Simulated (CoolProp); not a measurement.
The fluid at 390.73 K and 0.11 MPa flows at 0.25 m/s in a round tube of 25 mm bore and 15 µm roughness, fully developed (64/Re and Nu = 3.66 if laminar; Colebrook and Gnielinski if turbulent). The same conditions are run with several fluids, on thermodynamics alone (safety and materials aside).

The numbers come from the reference Helmholtz-energy equation of state of each fluid (CH2F2 (R32): Tillner-Roth 1997; ammonia: Gao 2020; R404A: Lemmon 2003; n-butane: Bücker 2006) in CoolProp. Blends and air are pseudo-pure fits.

| fluid | Reynolds number | Darcy friction factor | pressure drop (Pa/m) | heat-transfer coefficient (W/(m² K)) | mass flow (kg/h) |
|---|---|---|---|---|---|
| CH2F2 (R32) | (withheld) | (withheld) | 0.223 | 3.20 | (withheld) |
| ammonia | 266 | (withheld) | 0.174 | (withheld) | (withheld) |
| R404A | 1320 | 0.0486 | 0.202 | 2.96 | 1.47 |
| n-butane | 1290 | 0.0497 | 0.124 | 3.96 | 0.881 |

**Question.** Complete the blanks.

**Answer.** 
- CH2F2 (R32), Reynolds number: 636
- CH2F2 (R32), Darcy friction factor: 0.101
- CH2F2 (R32), mass flow (kg/h): 0.782
- ammonia, Darcy friction factor: 0.241
- ammonia, heat-transfer coefficient (W/(m² K)): 5.25
- ammonia, mass flow (kg/h): 0.256

Transport values come from each fluid's own correlations; those of CH2F2 (R32) are estimates that may be off by 10 % or more.
